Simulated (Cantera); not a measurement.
Mixture: CH₄ : C₂H₆ : C₃H₈ : O₂ : N₂ = 1 : 0.038 : 0.09 : 1.36 : 5.11 (molar parts), equivalence ratio 1.9, at 0.987 atm, adiabatic and at constant pressure. Ignition delay is the time to a rise of 400 K.

Cantera simulation using GRI-Mech 3.0 (53 species, 325 reactions); the numbers are that mechanism's predictions, not measurements.

Task: What does this change do: 0.7 parts H2O added?

Result: 
```csv
quantity,before,after
delay at 1075 K,0.102 s,0.115 s
delay at 1150 K,27.5 ms,32.0 ms
delay at 1225 K,7.67 ms,9.19 ms
delay at 1300 K,2.41 ms,2.96 ms
delay at 1375 K,0.880 ms,1.10 ms
delay at 1450 K,0.375 ms,0.470 ms
delay at 1525 K,0.183 ms,0.228 ms
apparent activation energy between 1375 and 1525 K,180 kJ/mol,180 kJ/mol
```
